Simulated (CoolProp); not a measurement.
Values from CoolProp's reference Helmholtz-energy equation of state, Platzer 1990. This equation is an older, rougher fit; its heat capacities, sound speeds and derivatives of the liquid may be far off and weren't checked against measurements.

Question: For c-C4F8 (RC318), give the phase and the density (kg/m³), viscosity (µPa s), Prandtl number at 238.3 K and 278 kPa.

Answer: 
- 238.3 K and 278 kPa: liquid; density 1710, viscosity 962, Prandtl number 12.0

Viscosity comes from a separate model (Huber 2003), an estimate that may be off by 10 % or more. Thermal conductivity comes from a separate model (Huber 2003), an estimate that may be off by 10 % or more.
